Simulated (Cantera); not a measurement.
An isothermal, constant-pressure homogeneous reactor starts with 0.879 % H2, 79.9 % O2, 19.2 % N2, equivalence ratio 0.0055, at 1275 K and 2.85 Torr.

Cantera simulation using the H2/O2 subset of GRI-Mech 3.0, which has no nitrogen chemistry; the numbers are that mechanism's predictions, not measurements. Radical loss at walls, strong at low pressure, is not modelled.

One state of this run: x H2 = 3.45e-5; x O2 = 0.792; x O = 0.00669; x H2O2 = 3.91e-9; x H = 0.000291; x OH = 0.000810; x HO2 = 1.59e-7. x: mole fraction; the columns are a selection and need not sum to one.

### Question
Which value of t (s) does it belong to?
A) 0.541
B) 8.60e-5
C) 0.0293
D) 2.33

### Answer
A, 0.541
